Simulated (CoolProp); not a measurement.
Saturation properties of chlorine (Tc = 416.9 K, pc = 7642 kPa, ω = 0.070).

Values from CoolProp's reference Helmholtz-energy equation of state, Thol 2021.

```tsv
T (K)	p (kPa)	liquid density (kg/m³)	vapour density (kg/m³)	enthalpy of vaporisation (kJ/kg)	liquid cp (kJ/(kg K))
295.7	725.5	1400	23.31	249.8	0.9889
305.2	934.8	1371	29.73	242.3	1.005
314.7	1185	1340	37.44	234.2	1.024
324.2	1481	1308	46.64	225.5	1.047
333.7	1826	1274	57.58	216.1	1.075
343.2	2224	1239	70.57	206.0	1.110
352.7	2680	1201	86.01	194.9	1.154
362.2	3198	1161	104.5	182.8	1.212
371.7	3782	1116	126.7	169.4	1.291
381.2	4437	1067	154.1	154.2	1.410
390.7	5168	1011	188.8	136.5	1.607
400.2	5980	942.9	235.7	114.8	2.020
```

It boils at 239.2 K under 1 atm.
